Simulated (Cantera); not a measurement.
Input: 1 mol Si₃N₄, 1.4 mol H₂O, 630 mol N₂, equilibrated at 3.10 Pa.

Equilibrium computed with Cantera from the NASA thermochemical tables; the gas is ideal and each condensed phase is pure. Candidate condensed phases: H₂O, Si, SiO₂, Si₂N₂O, Si₃N₄; 35 gas species. Mutual solubility and eutectic melting of coexisting phases are not modelled. Kinetics and transport are ignored.

Task: Which condensed phases are stable at each of these points (T (°C)): 702, 802, 902, 1002, 1102, 1202, 1302, 1402, 1502, 1602, 1702, 1802, 1902?

Result: 
```tsv
T (°C)	condensed phases	Si condensed (%)
702	Si₂N₂O(s) + Si₃N₄(s)	100.0
802	Si₂N₂O(s) + Si₃N₄(s)	100.0
902	Si₂N₂O(s) + Si₃N₄(s)	100.0
1002	Si₂N₂O(s) + Si₃N₄(s)	99.8
1102	Si₂N₂O(s) + Si₃N₄(s)	89.9
1202	Si₃N₄(s)	49.5
1302	Si(s)	12.9
1402	gas only	0.0
1502	gas only	0.0
1602	gas only	0.0
1702	gas only	0.0
1802	gas only	0.0
1902	gas only	0.0
```

From 702 °C to 1102 °C the condensed part is Si₂N₂O(s) + Si₃N₄(s). At 1202 °C the condensed part is Si₃N₄(s). At 1302 °C the condensed part is Si(s). From 1402 °C to 1902 °C nothing is condensed.
